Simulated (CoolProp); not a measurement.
Model: reference Helmholtz-energy equation of state, Setzmann 1991, in CoolProp.

**Question.** For methane, give the phase and the density (kg/m³), speed of sound (m/s) at 220.7 K and 55.7 bar.

**Answer.** 
- 220.7 K and 55.7 bar: supercritical; density 70.4, speed of sound 337
